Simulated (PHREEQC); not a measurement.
Hard or scaling water

Consider water at 39 °C with 6.9e-05 mol Ca(HCO3)2, 0.22 mol Na2SO4 and 0.0011 mol KCl per kg of water. Closed to the air; pH follows from the charge balance.

Equilibrium calculation in PHREEQC: ion-association model, phreeqc.dat.

```
Property                      Value
--------------------  -------------
pH                             7.53
ionic strength        0.532 mol/kgw
activity of water             0.990
specific conductance    35400 µS/cm
density                 1.019 g/cm³
total alkalinity       0.138 meq/kg
```

| species | molality | activity | log γ |
|---|---|---|---|
| Na+ | 0.376 | 0.267 | -0.149 |
| SO4-2 | 0.155 | 0.0301 | -0.713 |
| NaSO4- | 0.0642 | 0.0438 | -0.166 |
| Cl- | 0.00110 | 0.000703 | -0.194 |
| K+ | 0.000882 | 0.000558 | -0.199 |
| KSO4- | 0.000218 | 0.000149 | -0.166 |
| HCO3- | 0.000121 | 8.23e-5 | -0.166 |
| CaSO4 | 3.90e-5 | 4.41e-5 | 0.053 |
| Ca+2 | 2.99e-5 | 7.45e-6 | -0.604 |
| NaHCO3 | 1.01e-5 | 1.15e-5 | 0.053 |
| CO2 | 4.29e-6 | 4.85e-6 | 0.053 |
| NaCO3- | 2.23e-6 | 1.63e-6 | -0.137 |
| OH- | 1.49e-6 | 9.27e-7 | -0.207 |
| CO3-2 | 7.67e-7 | 1.67e-7 | -0.663 |
| HSO4- | 1.62e-7 | 1.18e-7 | -0.137 |
| H+ | 3.86e-8 | 2.93e-8 | -0.120 |

No solid was allowed to form. Complexes and solids missing from the database can't appear. Constants without temperature data keep their 25 °C values here.
